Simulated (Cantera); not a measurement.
Input (Python, Cantera):

```python
import numpy as np
import cantera as ct

gas = ct.Solution("gri30.yaml")
gas.TPX = 1250, 100000, {'N2O': 1, 'N2': 0.0016}
inlet = ct.Reservoir(gas, clone=True)

reactor = ct.IdealGasConstPressureReactor(gas, energy="off", clone=False)
exhaust = ct.Reservoir(gas, clone=True)
tau = [7.1, 2.4, 0.84, 0.29, 0.098, 0.034, 0.012, 0.004, 0.0014][0]
for a, b in ((inlet, reactor), (reactor, exhaust)):
    ct.MassFlowController(a, b, mdot=lambda t: reactor.mass / tau)
net = ct.ReactorNet([reactor])
show = ['N2O', 'O2', 'O', 'NO', 'N2', 'NO2']

rows = []
print(f"{'tau/s':>10s}{'T/K':>9s}" + "".join(f"{s:>11s}" for s in show))
for tau in [7.1, 2.4, 0.84, 0.29, 0.098, 0.034, 0.012, 0.004, 0.0014]:
    net.initial_time = 0.0
    net.advance(30 * tau)
    before = gas.X
    net.advance(40 * tau)
    drift = np.max(np.abs(gas.X - before) / (gas.X + 1e-9))
    rows.append([gas.T, *gas[show].X, drift])
    print(f"{tau:10.3e}{gas.T:9.1f}" + "".join(f"{x:11.3e}" for x in gas[show].X))
```

It prints:

```
     tau/s      T/K        N2O         O2          O         NO         N2        NO2
 7.100e+00   1250.0  8.770e-02  2.838e-01  1.273e-06  3.923e-02  5.889e-01  4.093e-04
 2.400e+00   1250.0  2.019e-01  2.427e-01  1.882e-06  4.515e-02  5.098e-01  4.642e-04
 8.400e-01   1250.0  3.927e-01  1.810e-01  2.529e-06  4.131e-02  3.846e-01  4.189e-04
 2.900e-01   1250.0  6.320e-01  1.080e-01  3.076e-06  2.793e-02  2.318e-01  2.773e-04
 9.800e-02   1250.0  8.281e-01  4.983e-02  3.411e-06  1.372e-02  1.082e-01  1.301e-04
 3.400e-02   1250.0  9.306e-01  1.978e-02  3.559e-06  5.586e-03  4.398e-02  4.729e-05
 1.200e-02   1250.0  9.732e-01  7.347e-03  3.613e-06  2.097e-03  1.735e-02  1.369e-05
 4.000e-03   1250.0  9.898e-01  2.496e-03  3.630e-06  7.162e-04  6.950e-03  2.735e-06
 1.400e-03   1250.0  9.954e-01  8.771e-04  3.626e-06  2.524e-04  3.481e-03  4.463e-07
```

Computed with Cantera and GRI-Mech 3.0 (53 species, 325 reactions). GRI-Mech 3.0 was tuned for natural gas; its chemistry of N2O as a main component is partial and can be far from experiment. The mechanism lacks the step 2 NO + O2 → 2 NO2, which can matter for NO2 below about 1400 K. The temperature is held fixed by assumption; the heat of reaction is taken as removed at once.
